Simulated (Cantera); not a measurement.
Source: NASA polynomial tables (part measured, part estimated), evaluated in Cantera. Values are per mole of reaction as written; species without (g) are pure solids or liquids, kept so even where they would boil at 1 bar. TaC: taken at fixed stoichiometry.

10 N(g) + 2 C + Ta₂O₅ = 5 N₂O(g) + 2 TaC

```json
[
 {"T (K)": "398", "ΔH° (kJ)": "-2569.7", "ΔS° (J/K)": "-528.2", "ΔG° (kJ)": "-2359.5", "log10 K": "309.66"},
 {"T (K)": "448", "ΔH° (kJ)": "…", "ΔS° (J/K)": "…", "ΔG° (kJ)": "…", "log10 K": "…"},
 {"T (K)": "498", "ΔH° (kJ)": "-2577.6", "ΔS° (J/K)": "-545.9", "ΔG° (kJ)": "-2305.7", "log10 K": "241.84"},
 {"T (K)": "548", "ΔH° (kJ)": "-2581.3", "ΔS° (J/K)": "-553.0", "ΔG° (kJ)": "-2278.3", "log10 K": "217.16"},
 {"T (K)": "598", "ΔH° (kJ)": "…", "ΔS° (J/K)": "…", "ΔG° (kJ)": "…", "log10 K": "…"},
 {"T (K)": "648", "ΔH° (kJ)": "…", "ΔS° (J/K)": "…", "ΔG° (kJ)": "…", "log10 K": "…"},
 {"T (K)": "698", "ΔH° (kJ)": "…", "ΔS° (J/K)": "…", "ΔG° (kJ)": "…", "log10 K": "…"}
]
```

Q: What belongs in the gaps?

A: 
- 448, ΔH° (kJ): -2573.7
- 448, ΔS° (J/K): -537.7
- 448, ΔG° (kJ): -2332.8
- 448, log10 K: 271.99
- 598, ΔH° (kJ): -2584.9
- 598, ΔS° (J/K): -559.3
- 598, ΔG° (kJ): -2250.4
- 598, log10 K: 196.57
- 648, ΔH° (kJ): -2588.4
- 648, ΔS° (J/K): -564.9
- 648, ΔG° (kJ): -2222.3
- 648, log10 K: 179.14
- 698, ΔH° (kJ): -2591.8
- 698, ΔS° (J/K): -569.9
- 698, ΔG° (kJ): -2194.0
- 698, log10 K: 164.18
